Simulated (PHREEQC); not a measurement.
## Arsenic or selenium liquor: an equilibrium model

Solution (25 °C): 0.022 mol H3AsO4 and 0.012 mol NaOH per kg of water. Closed to the air; pH follows from the charge balance.

Model: ion-association model, wateq4f.dat, run in PHREEQC.

No solid was allowed to form.

Predict the pH.

pH 2.57.

In which forms is As present?

H2AsO4- 68 %, H3AsO4 32 % of the As.

Complexes and solids missing from the database can't appear.
